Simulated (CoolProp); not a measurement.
Values from CoolProp's reference Helmholtz-energy equation of state, Lemmon 2006. It is a short technical equation, of lower accuracy than the large ones.

Task: For neopentane, give the phase and the speed of sound (m/s), Joule-Thomson coefficient (K/MPa) at 154.15 °C and 12.7 bar; 110.75 °C and 115 bar; 95.55 °C and 0.171 bar.

Result: 
- 154.15 °C and 12.7 bar: gas; speed of sound 194, Joule-Thomson coefficient 9.89
- 110.75 °C and 115 bar: liquid; speed of sound 638, Joule-Thomson coefficient -0.0988
- 95.55 °C and 0.171 bar: gas; speed of sound 212, Joule-Thomson coefficient 11.9
